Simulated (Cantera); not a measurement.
A closed system holds: 1 mol Fe₂O₃, 0.14 mol O₂, 0.58 mol H₂O, at 3.70 bar.

Cantera equilibrium calculation (NASA polynomials, part measured and part estimated; ideal gas, pure solids and liquids). Candidate condensed phases: Fe, FeO, Fe(OH)₂, Fe(OH)₃, Fe₂O₃, Fe₃O₄, H₂O; 12 gas species. Kinetics and transport are ignored. All values below are at 1500 K.

Base state: H₂O 0.805, O₂ 0.194, OH 0.000157 (mole fractions); condensed: Fe₂O₃(s).

**Question.** What changes in the equilibrium state with this change: pressure from 3.70 bar to 0.0100 bar?

**Answer.** 
```
species          before     after
-------------  --------  --------
H₂O               0.805     0.654
O₂                0.194     0.346
OH             0.000157  0.000716
O               9.29e-7   2.38e-5
H₂              1.80e-6   2.10e-5
Fe₂O₃(s), mol      1.00         0
Fe₃O₄(s), mol         0     0.667
```
